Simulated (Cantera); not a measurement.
What does this Cantera script print?

```python
import numpy as np
import cantera as ct

gas_names = [...]  # 110 gases of nasa_gas.yaml made of C, H, O
cond_names = """
    C(gr) C6H6(L) C7H8(L) C8H18(L),n-octa H2O(s) H2O(L)
""".split()


# ... load() reads the species with a 1 bar reference pressure and builds the phases ...
atoms = {
    'C2H2': {'C': 2, 'H': 2},
    'O2': {'O': 2},
    'H2': {'H': 2},
}
top_T = {'C(gr)': 4500}  # K; cautious upper limits of use, not melting points


# ... equilibrate(T, P, feed) seeds the gas with the atoms and calls Mixture.equilibrate('TP', solver="vcs", rtol=1e-11, max_steps=5000) ...
results = []
feed = {'C2H2': 1, 'O2': 0.095, 'H2': 3.2}  # mol
P = 1000  # Pa
for T in [525, 725, 925, 1125, 1325, 1525, 1725, 1925, 2125, 2325, 2525, 2725]:
    mix = equilibrate(T, P, feed)
    results.append((T, P, feed, dict(zip(mix.species_names, mix.species_moles))))
    x = sorted(zip(gas.X, gas.species_names), reverse=True)
    print(f"T = {T:g} K  P = {P:g} Pa  gas = {mix.phase_moles(0):.4g} mol")
    print("   x: " + "  ".join(f"{s} {v:.3e}" for v, s in x if v > 1e-05))
    print("   condensed (mol): " + ("  ".join(f"{mix.phase(i).name} {mix.phase_moles(i):.4g}"
          for i in range(1, mix.n_phases) if mix.phase_moles(i) > 1e-12) or "none"))
```

It prints:

```
T = 525 K  P = 1000 Pa  gas = 2.522 mol
   x: CH4 6.660e-01  H2 2.594e-01  H2O 7.383e-02  CO2 7.379e-04  CO 2.980e-05
   condensed (mol): C(gr) 0.3183
T = 725 K  P = 1000 Pa  gas = 4.097 mol
   x: H2 9.138e-01  CH4 4.285e-02  H2O 2.563e-02  CO 1.459e-02  CO2 3.080e-03
   condensed (mol): C(gr) 1.752
T = 925 K  P = 1000 Pa  gas = 4.378 mol
   x: H2 9.546e-01  CO 4.268e-02  CH4 2.068e-03  H2O 6.057e-04  CO2 5.477e-05
   condensed (mol): C(gr) 1.804
T = 1125 K  P = 1000 Pa  gas = 4.389 mol
   x: H2 9.564e-01  CO 4.326e-02  CH4 2.639e-04  H2O 2.661e-05
   condensed (mol): C(gr) 1.809
T = 1325 K  P = 1000 Pa  gas = 4.39 mol
   x: H2 9.566e-01  CO 4.328e-02  CH4 6.144e-05  H 1.600e-05
   condensed (mol): C(gr) 1.81
T = 1525 K  P = 1000 Pa  gas = 4.39 mol
   x: H2 9.565e-01  CO 4.328e-02  H 2.314e-04  CH4 2.087e-05  C2H2,acetylene 1.156e-05
   condensed (mol): C(gr) 1.81
T = 1725 K  P = 1000 Pa  gas = 4.394 mol
   x: H2 9.548e-01  CO 4.324e-02  H 1.815e-03  C2H2,acetylene 8.798e-05
   condensed (mol): C(gr) 1.809
T = 1925 K  P = 1000 Pa  gas = 4.41 mol
   x: H2 9.472e-01  CO 4.308e-02  H 9.304e-03  C2H2,acetylene 4.337e-04
   condensed (mol): C(gr) 1.806
T = 2125 K  P = 1000 Pa  gas = 4.468 mol
   x: H2 9.211e-01  CO 4.253e-02  H 3.485e-02  C2H2,acetylene 1.543e-03
   condensed (mol): C(gr) 1.796
T = 2325 K  P = 1000 Pa  gas = 4.625 mol
   x: H2 8.531e-01  H 1.016e-01  CO 4.108e-02  C2H2,acetylene 4.171e-03  C2H 2.389e-05
   condensed (mol): C(gr) 1.771
T = 2525 K  P = 1000 Pa  gas = 4.982 mol
   x: H2 7.157e-01  H 2.372e-01  CO 3.814e-02  C2H2,acetylene 8.594e-03  C2H 2.155e-04  C3 7.305e-05  C4H2 4.265e-05  C 2.339e-05
   condensed (mol): C(gr) 1.72
T = 2725 K  P = 1000 Pa  gas = 5.659 mol
   x: H2 5.063e-01  H 4.440e-01  CO 3.357e-02  C2H2,acetylene 1.305e-02  C2H 1.270e-03  C3 1.222e-03  C 2.836e-04  C4H2 1.399e-04  C2 1.176e-04  C2H2,vinylidene 2.040e-05  CH 1.493e-05
   condensed (mol): C(gr) 1.62
```

These are equilibrium values from Cantera (NASA tables, ideal gas, pure condensed phases), not measurements of a reactor.
